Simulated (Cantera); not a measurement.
**Hydrocarbon pyrolysis for carbon deposition**

A perfectly stirred reactor is fed with 40.0 % CH4, 60.0 % H2, at 100.0 Torr; it is held at 1975 K, and followed from long to short residence time.

Model: GRI-Mech 3.0 (53 species, 325 reactions), integrated in Cantera. GRI-Mech 3.0 stops at C3 and has no aromatics, soot or wall deposition, so with more carbon than oxygen in the feed, carbon stays in small species such as C2H2 where larger ones or solid carbon would form.

| τ (s) | x CH4 | x H2 | x C2H4 | x CH2 | x C2H | x C2H2 |
|---|---|---|---|---|---|---|
| 3.8 | 0.00311 | 0.852 | 0.000127 | 1.21e-6 | 9.74e-6 | 0.141 |
| 1.6 | 0.00479 | 0.851 | 0.000130 | 1.77e-6 | 9.55e-6 | 0.141 |
| 0.65 | 0.00768 | 0.849 | 0.000137 | 2.60e-6 | 9.25e-6 | 0.139 |
| 0.27 | 0.0123 | 0.846 | 0.000157 | 3.70e-6 | 8.81e-6 | 0.138 |
| 0.11 | 0.0203 | 0.841 | 0.000208 | 5.12e-6 | 8.20e-6 | 0.135 |
| 0.045 | 0.0333 | 0.832 | 0.000335 | 6.82e-6 | 7.44e-6 | 0.130 |
| 0.019 | 0.0535 | 0.818 | 0.000627 | 8.66e-6 | 6.55e-6 | 0.122 |
| 0.0077 | 0.0863 | 0.796 | 0.00132 | 1.07e-5 | 5.46e-6 | 0.109 |
| 0.0032 | 0.133 | 0.765 | 0.00270 | 1.28e-5 | 4.20e-6 | 0.0898 |
| 0.0013 | 0.197 | 0.723 | 0.00506 | 1.47e-5 | 2.74e-6 | 0.0638 |
| 0.00053 | 0.273 | 0.673 | 0.00741 | 1.51e-5 | 1.27e-6 | 0.0338 |
x: mole fraction; the columns are a selection and need not sum to one.
